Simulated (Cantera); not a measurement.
Dilute partial oxidation

An isothermal, constant-pressure homogeneous reactor starts with 0.209 % CH₃OH, 0.279 % O₂, 99.5 % N₂, equivalence ratio 1.1, at 1100 K and 1.01 bar.

Detailed kinetics in Cantera: GRI-Mech 3.0 (53 species, 325 reactions). GRI-Mech 3.0 was tuned for natural gas; its chemistry of methanol as a main component is partial and can be far from experiment.

```json
[
 {"t (s)": "4.00e-6", "x CH₃OH": "0.00209", "x O₂": "0.00279", "x C₂H": "<1e-12", "x HO₂": "<1e-12", "x C₂H₂": "<1e-12"},
 {"t (s)": "1.32e-5", "x CH₃OH": "0.00209", "x O₂": "0.00279", "x C₂H": "<1e-12", "x HO₂": "1.09e-11", "x C₂H₂": "<1e-12"},
 {"t (s)": "4.35e-5", "x CH₃OH": "0.00209", "x O₂": "0.00279", "x C₂H": "<1e-12", "x HO₂": "1.30e-10", "x C₂H₂": "<1e-12"},
 {"t (s)": "0.000143", "x CH₃OH": "0.00209", "x O₂": "0.00279", "x C₂H": "<1e-12", "x HO₂": "6.73e-10", "x C₂H₂": "<1e-12"},
 {"t (s)": "0.000473", "x CH₃OH": "0.00209", "x O₂": "0.00279", "x C₂H": "<1e-12", "x HO₂": "2.54e-9", "x C₂H₂": "<1e-12"},
 {"t (s)": "0.00156", "x CH₃OH": "0.00209", "x O₂": "0.00279", "x C₂H": "<1e-12", "x HO₂": "9.10e-9", "x C₂H₂": "<1e-12"},
 {"t (s)": "0.00514", "x CH₃OH": "0.00209", "x O₂": "0.00279", "x C₂H": "<1e-12", "x HO₂": "3.34e-8", "x C₂H₂": "<1e-12"},
 {"t (s)": "0.0169", "x CH₃OH": "0.00209", "x O₂": "0.00279", "x C₂H": "<1e-12", "x HO₂": "1.21e-7", "x C₂H₂": "<1e-12"},
 {"t (s)": "0.0558", "x CH₃OH": "0.00209", "x O₂": "0.00279", "x C₂H": "<1e-12", "x HO₂": "4.22e-7", "x C₂H₂": "<1e-12"},
 {"t (s)": "0.184", "x CH₃OH": "0.00206", "x O₂": "0.00278", "x C₂H": "<1e-12", "x HO₂": "2.80e-6", "x C₂H₂": "<1e-12"},
 {"t (s)": "0.607", "x CH₃OH": "<1e-12", "x O₂": "1.29e-7", "x C₂H": "<1e-12", "x HO₂": "7.16e-11", "x C₂H₂": "<1e-12"},
 {"t (s)": "2.00", "x CH₃OH": "<1e-12", "x O₂": "1.81e-9", "x C₂H": "<1e-12", "x HO₂": "1.00e-12", "x C₂H₂": "<1e-12"}
]
```
x: mole fraction; the columns are a selection and need not sum to one.

Equilibrium at this temperature and pressure: CH₃OH <1e-12, O₂ <1e-12, C₂H <1e-12, HO₂ <1e-12, C₂H₂ <1e-12 (gas phase only).
